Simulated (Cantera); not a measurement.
An isothermal, constant-pressure homogeneous reactor starts with H2 : O2 : N2 = 0.0052 : 1 : 4.5 (molar parts), at 1350 K and 10.00 Torr.

Model: the H2/O2 subset of GRI-Mech 3.0, which has no nitrogen chemistry, integrated in Cantera. Radical loss at walls, strong at low pressure, is not modelled.

One state of this run: x H2 = 9.95e-7; x O2 = 0.181; x HO2 = 3.60e-8; x H = 5.39e-6; x H2O = 0.000901; x H2O2 = 4.83e-10; x OH = 8.00e-5. x: mole fraction; the columns are a selection and need not sum to one.

Problem. Which value of t (s) does it belong to?
A) 0.00562
B) 3.00
C) 1.05e-5
D) 0.000456

Solution. B, 3.00
